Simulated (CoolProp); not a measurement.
A simple Rankine cycle with n-perfluoropentane: condensing at 326.15 K, boiler at 0.728 MPa, turbine inlet 499 K, turbine efficiency 0.85, pump efficiency 0.7, no recuperator. Each further row changes one setting.

Model: reference Helmholtz-energy equation of state, Gao 2022, in CoolProp.

```json
[
 {"case": "as stated", "thermal efficiency (%)": "5.3", "net work (kJ/kg)": "13.1", "heat in (kJ/kg)": "247", "turbine exit temperature (K)": "483.4", "volume ratio over the turbine": "3.29"},
 {"case": "condensing temperature 318.15 K", "thermal efficiency (%)": "6.2", "net work (kJ/kg)": "16.0", "heat in (kJ/kg)": "256", "turbine exit temperature (K)": "480.4", "volume ratio over the turbine": "4.23"},
 {"case": "boiler pressure 0.51 MPa", "thermal efficiency (%)": "3.8", "net work (kJ/kg)": "9.36", "heat in (kJ/kg)": "249", "turbine exit temperature (K)": "488.4", "volume ratio over the turbine": "2.28"},
 {"case": "turbine efficiency 0.75", "thermal efficiency (%)": "4.7", "net work (kJ/kg)": "11.5", "heat in (kJ/kg)": "247", "turbine exit temperature (K)": "485.0", "volume ratio over the turbine": "3.30"}
]
```
